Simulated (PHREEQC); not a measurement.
**Leach liquor: an equilibrium model**

Dissolve 0.35 mol H2SO4, 0.00074 mol MnSO4 and 0.025 mol NiSO4 per kg of water at 25 °C. Closed to the air; pH follows from the charge balance.

Computed with PHREEQC (ion-association model, wateq4f.dat).

No solid was allowed to form.

Q: Estimate the pH.

A: pH 0.55.

Q: In which forms is Ni present?

A: Ni+2 71 %, NiSO4 29 % of the Ni.
